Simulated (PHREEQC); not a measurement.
PHREEQC input (ion-association model, wateq4f.dat):

```
SOLUTION_MASTER_SPECIES
  An  An-  0  An  62.0  # stands for a non-complexing anion
SOLUTION_SPECIES
  An- = An-
    -log_k 0
    -gamma 3.0 0
PHASES
  Fix_H+
    H+ = H+
    -log_k 0
SOLUTION 1
  temp 25
  units mmol/kgw
  pH 7 charge
  Na 50
  An 50
END
SELECTED_OUTPUT 1
  -reset false
  -pH true
  -pe true
  -ionic_strength true
  -water true
  -totals Na
  -molalities Hfo_wOH Hfo_wOH2+ Hfo_wO- Hfo_sOH Hfo_sOH2+ Hfo_sO-
USER_PUNCH 1
  -headings sigma psi
  10 PUNCH EDL("sigma", "Hfo"), EDL("psi", "Hfo")
PRINT
  -reset false
USE solution 1
SURFACE 1
  Hfo_wOH 0.0011236 600 0.5
  Hfo_sOH 2.80899e-05
EQUILIBRIUM_PHASES 1
  Fix_H+ -3 HAn 10
    -force_equality true
  O2(g) -0.68 10
END
# ... the last block is repeated for the other 12 points of pH, with NaOH or the acid as the point needs
```

Selected output (columns that matter, 13 of 13 rows; pH added in front):

```
pH	mu	Na	m_Hfo_wOH	m_Hfo_wOH2+	m_Hfo_wO-	m_Hfo_sOH	m_Hfo_sOH2+	m_Hfo_sO-	sigma	psi
3	0.051728	0.05	3.9957e-05	0.0010836	3.3753e-08	9.9892e-07	2.709e-05	8.4382e-10	0.35724	0.16899
3.67	0.050753	0.05	0.00014154	0.00098159	4.6755e-07	3.5385e-06	2.454e-05	1.1689e-08	0.32346	0.16439
4.33	0.050456	0.05	0.00033346	0.00078691	3.2371e-06	8.3364e-06	1.9673e-05	8.0928e-08	0.25836	0.15304
5	0.050293	0.05	0.00055011	0.00056114	1.2354e-05	1.3753e-05	1.4028e-05	3.0886e-07	0.18093	0.13496
5.67	0.050181	0.05	0.00071359	0.00037925	3.0759e-05	1.784e-05	9.4813e-06	7.6896e-07	0.11489	0.11207
6.33	0.050105	0.05	0.00080572	0.00026088	5.7007e-05	2.0143e-05	6.5219e-06	1.4252e-06	0.067213	0.085761
7	0.050053	0.05	0.00084699	0.0001902	8.6408e-05	2.1175e-05	4.7549e-06	2.1602e-06	0.034218	0.055528
7.67	0.050019	0.05	0.00086061	0.00014948	0.00011351	2.1515e-05	3.7369e-06	2.8378e-06	0.011857	0.022493
8.33	0.050012	0.050021	0.00086205	0.00012197	0.00013958	2.1551e-05	3.0492e-06	3.4895e-06	-0.0058069	-0.011282
9	0.050053	0.050093	0.00085348	9.5645e-05	0.00017447	2.1337e-05	2.3911e-06	4.3618e-06	-0.025988	-0.044927
9.67	0.050143	0.050228	0.00082375	6.6667e-05	0.00023317	2.0594e-05	1.6667e-06	5.8294e-06	-0.054895	-0.0762
10.33	0.050414	0.050566	0.0007511	3.8722e-05	0.00033377	1.8778e-05	9.6804e-07	8.3442e-06	-0.097273	-0.10366
11	0.05148	0.051727	0.00060884	1.7063e-05	0.00049768	1.5221e-05	4.2658e-07	1.2442e-05	-0.15845	-0.12763
```

Species that the database lacks are ignored. The oxide is taken as insoluble; below pH 4 it would dissolve.
